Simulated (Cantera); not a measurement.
An adiabatic, constant-pressure homogeneous reactor starts with 4.69 % CH4, 0.310 % CO, 19.9 % O2, 74.6 % N2, 0.469 % H2, at 1550 K and 20.0 bar.

Cantera simulation using GRI-Mech 3.0 (53 species, 325 reactions); the numbers are that mechanism's predictions, not measurements. The pressure lies above the range GRI-Mech 3.0 was tuned for (to about 10 atm).

One state of this run: T (K) = 2501; x CH4 = <1e-12; x CO = 0.00133; x O2 = 0.0929; x CH3 = <1e-12; x NO2 = 3.92e-5; x CH2O = 4.48e-12; x O = 0.000997. x: mole fraction; the columns are a selection and need not sum to one.

Question: Which value of t (s) does it belong to?
A) 0.0138
B) 3.62e-5
C) 1.87e-5
D) 0.000508

Answer: A, 0.0138
